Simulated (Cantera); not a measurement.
A closed system holds: 1 mol Pb, 0.45 mol O₂, 2.1 mol N₂, held at 1327 °C.

These are equilibrium values from Cantera (NASA tables, ideal gas, pure condensed phases), not measurements of a reactor. Candidate condensed phases: Pb, PbO, PbO₂, Pb₃O₄; 12 gas species. Each liquid is taken as pure. Mutual solubility and eutectic melting of coexisting phases are not modelled. Gases not in the tables: (PbO)n polymers. Equilibrium is a limit: real reactors are often held back by kinetics, nucleation or transport.

### Question
Which condensed phases are stable at each of these points (P (Pa)): 10, 68, 460, 3200, 22000, 150000, 1000000?

### Answer
```tsv
P (Pa)	condensed phases	Pb condensed (%)
10	gas only	0.0
68	gas only	0.0
460	gas only	0.0
3200	gas only	0.0
22000	PbO(l)	54.6
150000	Pb(l) + PbO(l)	86.7
1000000	Pb(l) + PbO(l)	98.1
```

From 10.0 Pa to 3200 Pa nothing is condensed. At 22000 Pa the condensed part is PbO(l). From 150000 Pa to 1000000 Pa the condensed part is Pb(l) + PbO(l).
